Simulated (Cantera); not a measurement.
A Cantera script and what it prints.

```python
import numpy as np
import cantera as ct

gas_names = """
    Ca CaCL CaCL2 CaO Ca2 CL CLO CL2 O O2 O3
""".split()
cond_names = """
    Ca(a) Ca(b) Ca(L) CaCL2(s) CaCL2(L) CaO(s) CaO(L)
""".split()


# ... load() reads the species with a 1 bar reference pressure and builds the phases ...
atoms = {
    'CaO': {'Ca': 1, 'O': 1},
    'Cl2': {'CL': 2},
}
top_T = {}  # K; cautious upper limits of use, not melting points


# ... equilibrate(T, P, feed) seeds the gas with the atoms and calls Mixture.equilibrate('TP', solver="vcs", rtol=1e-11, max_steps=5000) ...
results = []
feed = {'CaO': 1, 'Cl2': 44}  # mol
T = 1325  # K
P = 83000  # Pa
mix = equilibrate(T, P, feed)
results.append((T, P, feed, dict(zip(mix.species_names, mix.species_moles))))
print(gas.report(threshold=1e-05))
for i in range(1, mix.n_phases):
    print(f"{mix.phase(i).name:16s} {mix.phase_moles(i):12.5e} mol")
```

It prints:

```
       temperature   1325 K
          pressure   83000 Pa
           density   0.5264 kg/m^3
  mean mol. weight   69.869 kg/kmol
   phase of matter   gas

                          1 kg             1 kmol
                     ---------------   ---------------
          enthalpy        5.6438e+05        3.9433e+07  J
   internal energy        4.0671e+05        2.8416e+07  J
           entropy            3986.4        2.7852e+05  J/K
    Gibbs function       -4.7176e+06       -3.2961e+08  J
 heat capacity c_p             532.9             37233  J/K
 heat capacity c_v             413.9             28919  J/K

                      mass frac. Y      mole frac. X     chem. pot. / RT
                     ---------------   ---------------   ---------------
             CaCL2        0.00017752        0.00011176           -92.259
                CL         0.0084763          0.016706           -15.071
               CLO        3.7742e-05        5.1254e-05           -31.097
               CL2            0.9861           0.97176           -30.142
                O2         0.0052077          0.011371           -32.052
     [   +6 minor]        7.3832e-09        3.2241e-08

Ca(L)             0.00000e+00 mol
CaCL2(L)          9.95097e-01 mol
CaO(s)            0.00000e+00 mol
```

These are equilibrium values from Cantera (NASA tables, ideal gas, pure condensed phases), not measurements of a reactor. Condensed phases not in the tables: oxide chlorides.
